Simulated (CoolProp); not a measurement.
Nitrous oxide along the isobar 6.79 bar: Z from the reference equation and from simpler models built on Tc = 309.5 K, pc = 72.45 bar, ω = 0.161; each cubic takes its own stable root.

Computed with CoolProp (reference Helmholtz-energy equation of state, Lemmon 2006). It is a short technical equation, of lower accuracy than the large ones.

```json
[
 {"T (K)": "205.5", "phase": "liquid", "reference": "___", "van der Waals": "0.9222", "Redlich-Kwong": "___"},
 {"T (K)": "217.1", "phase": "liquid", "reference": "0.01465", "van der Waals": "0.9320", "Redlich-Kwong": "0.01617"},
 {"T (K)": "228.6", "phase": "gas", "reference": "0.9069", "van der Waals": "0.9401", "Redlich-Kwong": "0.9203"},
 {"T (K)": "240.1", "phase": "gas", "reference": "0.9224", "van der Waals": "0.9468", "Redlich-Kwong": "___"},
 {"T (K)": "251.6", "phase": "gas", "reference": "0.9341", "van der Waals": "0.9525", "Redlich-Kwong": "0.9399"},
 {"T (K)": "263.2", "phase": "gas", "reference": "___", "van der Waals": "0.9575", "Redlich-Kwong": "0.9474"},
 {"T (K)": "274.7", "phase": "gas", "reference": "0.9510", "van der Waals": "___", "Redlich-Kwong": "0.9536"},
 {"T (K)": "286.2", "phase": "gas", "reference": "0.9572", "van der Waals": "0.9654", "Redlich-Kwong": "0.9589"},
 {"T (K)": "297.8", "phase": "gas", "reference": "0.9624", "van der Waals": "0.9686", "Redlich-Kwong": "0.9634"},
 {"T (K)": "309.3", "phase": "gas", "reference": "0.9668", "van der Waals": "0.9715", "Redlich-Kwong": "0.9673"},
 {"T (K)": "320.8", "phase": "gas", "reference": "0.9706", "van der Waals": "0.9739", "Redlich-Kwong": "0.9707"},
 {"T (K)": "332.4", "phase": "gas", "reference": "0.9738", "van der Waals": "0.9762", "Redlich-Kwong": "0.9737"},
 {"T (K)": "343.9", "phase": "gas", "reference": "0.9766", "van der Waals": "0.9782", "Redlich-Kwong": "0.9762"}
]
```

Task: Complete the blanks.

Result: 
- 205.5, reference: 0.01498
- 205.5, Redlich-Kwong: 0.01644
- 240.1, Redlich-Kwong: 0.9311
- 263.2, reference: 0.9435
- 274.7, van der Waals: 0.9617

At some of these states van der Waals gives the other phase, because its saturation line lies elsewhere.
